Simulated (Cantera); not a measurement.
What does this Cantera script print?

```python
import numpy as np
import cantera as ct

gas = ct.Solution("gri30.yaml")


def delay(T, t_max=10):
    gas.TPX = T, 1000000, {'CO': 1, 'H2': 0.042, 'CH4': 0.22, 'O2': 0.506, 'N2': 1.47}
    reactor = ct.IdealGasConstPressureReactor(gas, clone=False)
    net = ct.ReactorNet([reactor])
    net.rtol, net.atol = 1e-8, 1e-16
    while net.time < t_max:
        t_old, T_old = net.time, reactor.T
        net.step()
        if reactor.T > T + 400:  # ignition: a rise of 400 K
            return t_old + (T + 400 - T_old) / (reactor.T - T_old) * (net.time - t_old)
    return np.nan


taus = []
for T in [1273, 1348, 1423, 1498, 1573, 1648, 1723]:
    taus.append(delay(T))
    print(f"T0 = {T:6g} K   tau = {taus[-1]:.4e} s")
```

It prints:

```
T0 =   1273 K   tau = 8.3523e-04 s
T0 =   1348 K   tau = 4.0098e-04 s
T0 =   1423 K   tau = 1.9980e-04 s
T0 =   1498 K   tau = 1.0370e-04 s
T0 =   1573 K   tau = 5.6318e-05 s
T0 =   1648 K   tau = 3.2092e-05 s
T0 =   1723 K   tau = 1.9173e-05 s
```

Cantera simulation using GRI-Mech 3.0 (53 species, 325 reactions); the numbers are that mechanism's predictions, not measurements.
